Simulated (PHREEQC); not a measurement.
Model water analysis in mg/kgw, 10 °C, pH 8.27, pe -1.4:

| constituent | mg/kgw |
|---|---|
| Na | 9.11 |
| K | 1.25 |
| Ca | 24 |
| Mg | 4.5 |
| Cl | 15.5 |
| S(6) as SO4 | 55.1 |
| Alkalinity as HCO3 | 23.8 |
| F | 0.167 |
| Li | 0.134 |
| N(-3) as NH4 | 0.0467 |

Valence states are taken as typed.

Model: ion-association model, phreeqc.dat, run in PHREEQC.

Problem. The ionic strength comes out as 0.00319 mol/kgw. What activity coefficients do CaHCO3+, Ca+2, Na+, Mg+2, NH4+ get?

Solution. CaHCO3+ 0.94, Ca+2 0.79, Na+ 0.94, Mg+2 0.79, NH4+ 0.94.

Precipitation was switched off in this run. Constants without temperature data keep their 25 °C values here.
